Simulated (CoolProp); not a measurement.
R1224YDZ at several states: fugacity coefficient from the reference equation and from simpler models built on Tc = 428.7 K, pc = 3.334 MPa, ω = 0.325; each cubic takes its own stable root.

Values from CoolProp's reference Helmholtz-energy equation of state, Akasaka 2023.

| T (K) | p (MPa) | phase | reference |
|---|---|---|---|
| 453.5 | 0.355 | gas | 0.9699 |
| 291.4 | 1.16 | liquid | 0.09885 |
| 292.4 | 0.0249 | gas | 0.9893 |
| 289.9 | 0.291 | liquid | 0.3590 |

Problem. How far does each simpler model (van der Waals, Redlich-Kwong, Soave-Redlich-Kwong, Peng-Robinson) lie from the reference over these 4 states: mean and median of the absolute difference, and the worst?

Solution. 
- van der Waals: mean 129.8 %, median 80.6 %, worst +357.7 % at 291.4 K and 1.16 MPa
- Redlich-Kwong: mean 47.0 %, median 46.8 %, worst +94.3 % at 289.9 K and 0.291 MPa
- Soave-Redlich-Kwong: mean 0.7 %, median 0.6 %, worst +1.5 % at 291.4 K and 1.16 MPa
- Peng-Robinson: mean 0.6 %, median 0.6 %, worst +1.0 % at 289.9 K and 0.291 MPa

At some of these states van der Waals gives the other phase, because its saturation line lies elsewhere.
